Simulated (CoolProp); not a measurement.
A single-stage vapour-compression cycle with the fluid: evaporating at 325.15 K (dew point), condensing at 365.15 K (bubble point), superheat 10 K, subcooling 2 K, compressor efficiency 0.65, no pressure losses. The same conditions are run with several fluids, on thermodynamics alone (safety and materials aside).

Model: reference Helmholtz-energy equation of state of each fluid (n-perfluorobutane: Gao 2022; n-hexane: Thol 2019; n-butane: Bücker 2006; the fluoroketone C6F12O (FK-5-1-12): McLinden 2015; ammonia: Gao 2020; cis-2-butene: Lemmon 2005), in CoolProp.

**Question.** Rank n-perfluorobutane, n-hexane, n-butane, the fluoroketone C6F12O (FK-5-1-12), ammonia, cis-2-butene by cooling COP, highest first.

**Answer.** n-hexane (4.51), cis-2-butene (4.38), n-butane (4.20), ammonia (4.12), the fluoroketone C6F12O (FK-5-1-12) (3.72), n-perfluorobutane (2.99)

| fluid | pressure ratio | discharge temperature (K) | refrigerating effect (kJ/kg) | volumetric capacity (kJ/m³) |
|---|---|---|---|---|
| n-perfluorobutane | 2.56 | 365.1 | 38.0 | 2250 |
| n-hexane | 3.44 | 369.9 | 271 | 502 |
| n-butane | 2.49 | 375.8 | 246 | 3030 |
| the fluoroketone C6F12O (FK-5-1-12) | 3.26 | 365.1 | 52.5 | 711 |
| ammonia | 2.49 | 435.0 | 870 | 13600 |
| cis-2-butene | 2.56 | 383.5 | 284 | 2990 |

The compression ends wet for: n-perfluorobutane; the fluoroketone C6F12O (FK-5-1-12).
